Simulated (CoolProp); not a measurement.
Vinyl chloride along the isotherm 156.85 °C: Z from the reference equation and from simpler models built on Tc = 151.9 °C, pc = 56.00 bar, ω = 0.160; each cubic takes its own stable root.

Model: reference Helmholtz-energy equation of state, Thol 2022, in CoolProp.

```tsv
p (bar)	phase	reference
25.5	gas	0.8367
50.9	gas	0.5786
76.4	supercritical	0.2406
102	supercritical	0.2902
127	supercritical	0.3430
153	supercritical	0.3982
178	supercritical	0.4509
204	supercritical	0.5049
229	supercritical	0.5563
255	supercritical	0.6091
280	supercritical	0.6594
```

Question: How far does each simpler model (van der Waals, Soave-Redlich-Kwong) lie from the reference over these 11 states: mean and median of the absolute difference, and the worst?

Answer: 
- van der Waals: mean 31.4 %, median 37.0 %, worst +39.1 % at 156.85 °C and 76.4 bar
- Soave-Redlich-Kwong: mean 9.6 %, median 9.4 %, worst +19.5 % at 156.85 °C and 76.4 bar
